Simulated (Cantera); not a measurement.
A closed system holds: 1 mol SiCl₄, 5.2 mol N₂, at 1323 K and 1.70 mbar.

These are equilibrium values from Cantera (NASA tables, ideal gas, pure condensed phases), not measurements of a reactor. Candidate condensed phases: Si, Si₃N₄; 13 gas species. The tables' values for SiCl₃ are old estimates; treat these amounts as uncertain. Rates play no part.

Base state: N₂ 0.837, SiCl₄ 0.159, Cl 0.00164, SiCl₃ 0.00152, SiCl₂ 7.95e-5, Cl₂ 1.99e-5 (mole fractions); condensed: gas only.

What changes in the equilibrium state with this change: temperature from 1323 K to 1148.15 K?


```tsv
species	before	after
N₂	0.837	0.839
SiCl₄	0.159	0.161
SiCl₃	0.00152	0.000107
Cl	0.00164	0.000103
SiCl₂	7.95e-5	7.77e-7
Cl₂	1.99e-5	2.50e-6
```
